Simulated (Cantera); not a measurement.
A Cantera script and what it prints.

```python
import numpy as np
import cantera as ct

gas_names = [...]  # 113 gases of nasa_gas.yaml made of C, H, O, Pb
cond_names = """
    C(gr) C6H6(L) C7H8(L) C8H18(L),n-octa H2O(s) H2O(L) Pb(cr) Pb(L) PbO(rd) PbO(yw) PbO(L) PbO2(s)
    Pb3O4(s)
""".split()


# ... load() reads the species with a 1 bar reference pressure and builds the phases ...
atoms = {
    'PbO': {'Pb': 1, 'O': 1},
    'CO': {'C': 1, 'O': 1},
    'H2': {'H': 2},
}
top_T = {'C(gr)': 4500, 'Pb3O4(s)': 820}  # K; cautious upper limits of use, not melting points


# ... equilibrate(T, P, feed) seeds the gas with the atoms and calls Mixture.equilibrate('TP', solver="vcs", rtol=1e-11, max_steps=5000) ...
results = []
feed = {'PbO': 1, 'CO': 0.13, 'H2': 11}  # mol
P = 3000  # Pa
for T in [723, 748, 773, 798, 823, 848, 873, 898, 923, 948, 973, 998]:
    mix = equilibrate(T, P, feed)
    results.append((T, P, feed, dict(zip(mix.species_names, mix.species_moles))))

top = {s: max(r[3][s] / sum(r[3][g] for g in gas_names) for r in results) for s in gas_names}
cols = sorted((s for s in top if top[s] > 0.001), key=lambda s: -top[s])[:5]
seen = [c for c in cond_names if any(r[3].get(c, 0) > 1e-12 for r in results)]
print("log10 of partial pressures in bar; condensed amounts in mol")
print(f"{'T/K':>10s}" + "".join(f"{s[:9]:>10s}" for s in cols + seen))
for T, P, feed, n in results:
    ng = sum(n[g] for g in gas_names)
    print(f"{T:10.4g}" + "".join(f"{np.log10(max(n[s] / ng * P / 1e5, 1e-99)):10.3f}" for s in cols)
          + "".join(f"{n.get(c, 0):10.4g}" for c in seen))
```

It prints:

```
log10 of partial pressures in bar; condensed amounts in mol
       T/K        H2       H2O        CO       CH4       CO2     Pb(L)
       723    -1.574    -2.524    -4.390    -3.551    -4.456         1
       748    -1.572    -2.542    -4.030    -3.700    -4.206         1
       773    -1.570    -2.561    -3.802    -3.948    -4.084         1
       798    -1.569    -2.574    -3.678    -4.277    -4.051         1
       823    -1.568    -2.579    -3.615    -4.649    -4.067         1
       848    -1.568    -2.580    -3.581    -5.031    -4.103    0.9999
       873    -1.568    -2.580    -3.560    -5.404    -4.146    0.9998
       898    -1.568    -2.580    -3.546    -5.764    -4.191    0.9995
       923    -1.568    -2.579    -3.535    -6.107    -4.235    0.9991
       948    -1.569    -2.578    -3.527    -6.434    -4.279    0.9982
       973    -1.569    -2.577    -3.520    -6.746    -4.320    0.9968
       998    -1.569    -2.577    -3.513    -7.043    -4.361    0.9942
```

Cantera equilibrium calculation (NASA polynomials, part measured and part estimated; ideal gas, pure solids and liquids).
